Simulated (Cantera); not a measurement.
Equilibrium for nitride etching: BN + HCl + H2

A closed system holds: 1 mol BN, 3.6 mol HCl, a varied amount of H2, equilibrated at 1348.15 K and 13.3 mbar.

Method: chemical equilibrium by Gibbs-energy minimisation in Cantera with the NASA 1993 tables (ideal gas, pure condensed phases). Candidate condensed phases: B, BN, NH4Cl; 21 gas species. The tables' values for BCl2 are old estimates; treat these amounts as uncertain. Gases not in the tables: BHCl2. The numbers say what is thermodynamically allowed, not how fast it happens.

| n(H2) (mol) | x HCl | x H2 | x BCl3 | x N2 | x Cl | n BN(s) |
|---|---|---|---|---|---|---|
| 0.38 | 0.861 | 0.117 | 0.0146 | 0.00728 | 4.21e-5 | 0.942 |
| 0.55 | 0.835 | 0.149 | 0.0108 | 0.00541 | 3.62e-5 | 0.955 |
| 0.78 | 0.799 | 0.190 | 0.00775 | 0.00388 | 3.07e-5 | 0.966 |
| 1.1 | 0.750 | 0.242 | 0.00535 | 0.00268 | 2.55e-5 | 0.975 |
| 1.6 | 0.682 | 0.313 | 0.00343 | 0.00172 | 2.04e-5 | 0.982 |
| 2.3 | 0.604 | 0.393 | 0.00214 | 0.00107 | 1.61e-5 | 0.987 |
| 3.2 | 0.525 | 0.473 | 0.00135 | 0.000675 | 1.28e-5 | 0.991 |
| 4.6 | 0.437 | 0.562 | 0.000781 | 0.000392 | 9.75e-6 | 0.994 |
| 6.5 | 0.355 | 0.644 | 0.000451 | 0.000226 | 7.40e-6 | 0.995 |
| 9.3 | 0.278 | 0.721 | 0.000247 | 0.000124 | 5.49e-6 | 0.997 |
| 13 | 0.216 | 0.783 | 0.000137 | 6.95e-5 | 4.09e-6 | 0.998 |
| 19 | 0.159 | 0.841 | 6.90e-5 | 3.51e-5 | 2.90e-6 | 0.998 |
x: gas mole fraction; n: condensed amount in mol.

From 0.38 mol H2 to 19 mol H2 the condensed part is BN(s). The main B-bearing gas is BCl3 throughout.
